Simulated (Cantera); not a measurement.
Mixture: CH₄ : CO : O₂ : N₂ = 1 : 0.16 : 4.73 : 19.4 (molar parts), at 4.05 atm, adiabatic and at constant volume. Ignition delay is the time to a rise of 400 K.

Model: GRI-Mech 3.0 (53 species, 325 reactions), integrated in Cantera.

Question: What does this change do: pressure from 4.05 atm to 4.93 atm?

Answer: 
```json
[
 {"quantity": "delay at 1200 K", "before": "9.06 ms", "after": "7.50 ms"},
 {"quantity": "delay at 1250 K", "before": "4.69 ms", "after": "3.91 ms"},
 {"quantity": "delay at 1300 K", "before": "2.52 ms", "after": "2.11 ms"},
 {"quantity": "delay at 1350 K", "before": "1.40 ms", "after": "1.18 ms"},
 {"quantity": "delay at 1400 K", "before": "0.808 ms", "after": "0.685 ms"},
 {"quantity": "delay at 1450 K", "before": "0.482 ms", "after": "0.410 ms"},
 {"quantity": "apparent activation energy between 1350 and 1450 K", "before": "170 kJ/mol", "after": "170 kJ/mol"}
]
```
